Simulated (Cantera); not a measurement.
A closed system holds: 1 mol Fe(CO)5, 1.7 mol N2, at 1198.15 K and 1 atm.

Method: chemical equilibrium by Gibbs-energy minimisation in Cantera with the NASA 1993 tables (ideal gas, pure condensed phases). Candidate condensed phases: C, Fe, Fe(CO)5, FeO, Fe2O3, Fe3O4; 27 gas species. Condensed phases not in the tables: cementite and carbon dissolved in iron. Equilibrium is a limit: real reactors are often held back by kinetics, nucleation or transport.

Base state: CO 0.733, N2 0.256, CO2 0.0106 (mole fractions); condensed: C(graphite) + Fe(γ).

What changes in the equilibrium state with this change: pressure from 1 atm to 0.000150 bar?


| species | before | after |
|---|---|---|
| CO | 0.733 | 0.746 |
| N2 | 0.256 | 0.254 |
| CO2 | 0.0106 | 1.62e-6 |
| C(graphite), mol | 0.0700 | 0 |
| Fe(γ), mol | 1.00 | 1.000 |

What changes in the equilibrium state with this change: temperature from 1198.15 K to 1073.15 K?


```csv
species,before,after
CO,0.733,0.667
N2,0.256,0.270
CO2,0.0106,0.0633
"C(graphite), mol",0.0700,0.399
"Fe(γ), mol",1.00,0
"Fe(α), mol",0,1.00
```
